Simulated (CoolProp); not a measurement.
R227EA at 293.15 K and 0.0752 MPa flows at 1.4 m/s in a round tube of 12.7 mm bore and 1.5 µm roughness, fully developed (64/Re and Nu = 3.66 if laminar; Colebrook and Gnielinski if turbulent). Each further row changes one setting.

Model: reference Helmholtz-energy equation of state, Lemmon 2016, in CoolProp.

| case | Reynolds number | Darcy friction factor | pressure drop (Pa/m) | heat-transfer coefficient (W/(m² K)) | mass flow (kg/h) |
|---|---|---|---|---|---|
| as stated | 8380 | 0.0325 | 13.5 | 25.9 | 3.42 |
| velocity 2.8 m/s | 16800 | 0.0273 | 45.1 | 45.6 | 6.85 |
| diameter 25.4 mm | 16800 | 0.0272 | 5.62 | 22.7 | 13.7 |

Viscosity comes from a separate model (Huber 2003), an estimate that may be off by 10 % or more. Thermal conductivity comes from a separate model (Huber 2003), an estimate that may be off by 10 % or more.
